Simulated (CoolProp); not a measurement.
Vapour-liquid equilibrium of R143a (1) + R1234yf (2) at -59.25 °C; x and y are mole fractions of (1).

The numbers come from the multi-fluid Helmholtz-energy mixture model, Lemmon and Jacobsen 2000 and Lemmon 2022; pair parameters Bell 2016 in CoolProp.

| x | bubble pressure, mixture model (bar) | bubble pressure, Raoult's law (bar) | y, mixture model | y, Raoult's law |
|---|---|---|---|---|
| 0.05 | 0.2404 | 0.2368 | 0.128 | 0.117 |
| 0.2 | 0.2969 | 0.2866 | 0.399 | 0.386 |
| 0.35 | 0.3489 | 0.3365 | 0.578 | 0.575 |
| 0.5 | 0.3979 | 0.3864 | 0.709 | 0.715 |
| 0.65 | 0.4450 | 0.4362 | 0.813 | 0.823 |
| 0.8 | 0.4913 | 0.4861 | 0.900 | 0.909 |
| 0.95 | 0.5372 | 0.5360 | 0.976 | 0.979 |

The largest gap from Raoult's law is +3.7 % in bubble pressure, at x = 0.35. No azeotrope shows between x = 0.05 and 0.95.

Pair parameters are fitted to limited data, so mixtures are less certain than the pure fluids.
